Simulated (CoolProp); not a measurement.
Vapour pressure (MPa) of R1234yf: the reference equation beside estimates from Tc = 94.7 °C, pc = 3.384 MPa, ω = 0.276. Clausius-Clapeyron is anchored at -107.05 °C with a constant enthalpy of vaporisation of 24.97 kJ/mol.

The numbers come from the reference Helmholtz-energy equation of state, Lemmon 2022 in CoolProp.

```tsv
T (°C)	reference	Lee-Kesler	Clausius-Clapeyron	van der Waals	Redlich-Kwong	Soave-Redlich-Kwong	Peng-Robinson
-107.05	0.0004618	0.0004303	0.0004618	0.04560	0.001652	0.0004459	0.0005045
-85.15	0.003625	0.003418	0.003794	0.1089	0.01030	0.003508	0.003764
-63.35	0.01714	0.01652	0.01995	0.2180	0.03986	0.01675	0.01736
-41.45	0.05792	0.05701	0.07718	0.3870	0.1134	0.05726	0.05800
-19.55	0.1536	0.1535	0.2363	0.6274	0.2599	0.1534	0.1532
2.35	0.3418	0.3441	0.6058	0.9495	0.5106	0.3443	0.3410
24.25	0.6684	0.6737	1.352	1.362	0.8967	0.6775	0.6686
46.15	1.187	1.193	2.702	1.873	1.447	1.207	1.192
68.05	1.961	1.966	4.942	2.488	2.189	1.992	1.974
```

Absolute difference from the reference over all 9 rows, mean and median: Lee-Kesler 2.2 and 0.8 %, Clausius-Clapeyron 63.0 and 53.8 %, van der Waals 1677.0 and 308.5 %, Redlich-Kwong 95.2 and 69.2 %, Soave-Redlich-Kwong 1.7 and 1.6 %, Peng-Robinson 1.8 and 0.4 %.
